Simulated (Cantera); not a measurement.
**Metals in furnace atmospheres: Pb + CO₂ + CO**

Feed: 1 mol Pb, 0.069 mol CO₂, 13 mol CO, equilibrated at 925 K.

Equilibrium computed with Cantera from the NASA thermochemical tables; the gas is ideal and each condensed phase is pure. Candidate condensed phases: C, Pb, PbO, PbO₂, Pb₃O₄; 15 gas species. Equilibrium is a limit: real reactors are often held back by kinetics, nucleation or transport.

From 0.000100 bar to 0.00120 bar the condensed part is Pb(l). From 0.0160 bar to 30.0 bar the condensed part is C(graphite) + Pb(l). The main Pb-bearing gas is Pb throughout.

```tsv
P (Pa)	x CO	x CO₂	x Pb	x Pb₂	n Pb(l)	n C(graphite)
10	0.968	0.00514	0.0267	2.49e-8	0.641	0
120	0.993	0.00527	0.00223	2.08e-9	0.971	0
1600	0.956	0.0439	0.000167	1.56e-10	0.998	0.484
19000	0.711	0.289	1.41e-5	1.31e-11	1.000	2.88
240000	0.309	0.691	1.11e-6	1.04e-12	1.000	5.30
3000000	0.0999	0.900	8.91e-8	<1e-12	1.000	6.15
```
x: gas mole fraction; n: condensed amount in mol.
